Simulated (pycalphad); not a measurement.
CALPHAD calculation (pycalphad, COST 507 light-alloy database (1999)), 1 atm. The database dates from 1999; later assessments differ in places, in temperatures and in the compounds included. Kinetics are ignored, which matters at the lower temperatures.

Molar enthalpy of Si-2.22V (at.%) in equilibrium (SER reference):

| T (K) | H (kJ/mol) | phases |
|---|---|---|
| 2600 | 108.15 | LIQUID |
| 2450 | 104.01 | LIQUID |
| 2300 | 99.86 | LIQUID |
| 2150 | 95.71 | LIQUID |
| 2000 | 91.57 | LIQUID |
| 1850 | 87.45 | LIQUID |
| 1775 | 85.39 | LIQUID |
| 1700 | 83.33 | LIQUID |
| 1625 | 31.67 | DIAMOND_A4 + SI2V |
| 1550 | 29.50 | DIAMOND_A4 + SI2V |
| 1400 | 25.24 | DIAMOND_A4 + SI2V |
| 1250 | 21.06 | DIAMOND_A4 + SI2V |
| 1100 | 16.98 | DIAMOND_A4 + SI2V |
| 950 | 13.01 | DIAMOND_A4 + SI2V |
| 800 | 9.14 | DIAMOND_A4 + SI2V |
| 650 | 5.39 | DIAMOND_A4 + SI2V |
| 500 | 1.79 | DIAMOND_A4 + SI2V |

Cooling from 1700 K to 1625 K, across the freezing range, releases 51.7 kJ/mol, or 1810 J/g. The slope is 27 J/(mol K) in the liquid and 29 J/(mol K) just below the solidus, where it includes any heat of precipitation. Liquidus 1678 K, solidus 1675 K. Changes were sought between steps of 75 K, so a narrower field can be missed.

Database names, with the compositions (at.%) that they take in these runs: SI2V: Si 67 V 33. DIAMOND_A4 is diamond (Si).
